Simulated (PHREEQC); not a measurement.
3.1 g of hydrous ferric oxide (600 m²/g; 0.2 weak and 0.005 strong sites per Fe, Dzombak-Morel constants, diffuse double layer) in 1 kg of water with 0.3 mol/kgw of an inert sodium salt and 0.00059 mol/kgw BaCl2 and 0.00016 mol/kgw MnCl2, at 25 °C; the pH is set by adding NaOH or the inert anion's acid. No oxygen is let in. No CO2 enters from the air. Nothing may precipitate in this run.

Base run: PHREEQC, ion-association model, wateq4f.dat. Each further column changes one thing. The table gives Ba sorbed (%).

```json
[
 {"pH": "3", "base": "0.0", "no electrostatic term (-no_edl)": "0.1", "background salt from 0.3 to 0.03 mol/kgw": "0.0", "oxide from 3.1 to 16 g/kgw": "0.0"},
 {"pH": "4.33", "base": "0.0", "no electrostatic term (-no_edl)": "1.3", "background salt from 0.3 to 0.03 mol/kgw": "0.0", "oxide from 3.1 to 16 g/kgw": "0.1"},
 {"pH": "5", "base": "0.1", "no electrostatic term (-no_edl)": "5.1", "background salt from 0.3 to 0.03 mol/kgw": "0.0", "oxide from 3.1 to 16 g/kgw": "0.4"},
 {"pH": "5.67", "base": "0.4", "no electrostatic term (-no_edl)": "12.7", "background salt from 0.3 to 0.03 mol/kgw": "0.2", "oxide from 3.1 to 16 g/kgw": "2.1"},
 {"pH": "7", "base": "4.2", "no electrostatic term (-no_edl)": "15.4", "background salt from 0.3 to 0.03 mol/kgw": "3.7", "oxide from 3.1 to 16 g/kgw": "40.6"},
 {"pH": "8.33", "base": "21.1", "no electrostatic term (-no_edl)": "19.0", "background salt from 0.3 to 0.03 mol/kgw": "25.9", "oxide from 3.1 to 16 g/kgw": "95.0"},
 {"pH": "9", "base": "41.3", "no electrostatic term (-no_edl)": "19.1", "background salt from 0.3 to 0.03 mol/kgw": "56.8", "oxide from 3.1 to 16 g/kgw": "99.3"},
 {"pH": "9.67", "base": "79.1", "no electrostatic term (-no_edl)": "16.6", "background salt from 0.3 to 0.03 mol/kgw": "92.9", "oxide from 3.1 to 16 g/kgw": "99.9"},
 {"pH": "11", "base": "99.3", "no electrostatic term (-no_edl)": "10.1", "background salt from 0.3 to 0.03 mol/kgw": "99.9", "oxide from 3.1 to 16 g/kgw": "100.0"}
]
```

The oxide is taken as insoluble; below pH 4 it would dissolve.
